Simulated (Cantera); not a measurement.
**Hydrogen reduction and annealing atmospheres: CuO + H₂**

Charge: 1 mol CuO, 38 mol H₂, held at 1948 K.

Method: chemical equilibrium by Gibbs-energy minimisation in Cantera with the NASA 1993 tables (ideal gas, pure condensed phases). Candidate condensed phases: Cu, CuO, Cu(OH)₂, Cu₂O, H₂O; 12 gas species. Equilibrium is a limit: real reactors are often held back by kinetics, nucleation or transport.

```tsv
P (Pa)	x H₂	x H	x H₂O	x Cu	x OH	n Cu(l)
10	0.847	0.104	0.0240	0.0243	0.000267	0
68	0.908	0.0413	0.0250	0.0251	0.000103	0
460	0.933	0.0161	0.0254	0.0254	3.96e-5	0
3200	0.943	0.00613	0.0255	0.0255	1.50e-5	0
22000	0.960	0.00236	0.0260	0.0119	5.78e-6	0.538
150000	0.971	0.000909	0.0263	0.00175	2.22e-6	0.933
1000000	0.973	0.000352	0.0263	0.000262	8.62e-7	0.990
```
x: gas mole fraction; n: condensed amount in mol.

From 10.0 Pa to 32.0 mbar nothing is condensed. From 0.220 bar to 10.0 bar the condensed part is Cu(l). The main Cu-bearing gas is Cu throughout.
